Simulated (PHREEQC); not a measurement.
## Leach liquor (model solution)

Solution (25 °C): 0.052 mol HCl, 0.072 mol Al2(SO4)3 and 0.00098 mol MnSO4 per kg of water. Closed to the air; pH follows from the charge balance.

Computed with PHREEQC (ion-association model, phreeqc.dat).

No solid was allowed to form.

Predict the pH.

pH 1.69.

In which forms is S present?

AlSO4+ 44 %, Al(SO4)2- 27 %, SO4-2 17 %, HSO4- 12 % of the S.

Species that the database lacks are ignored.
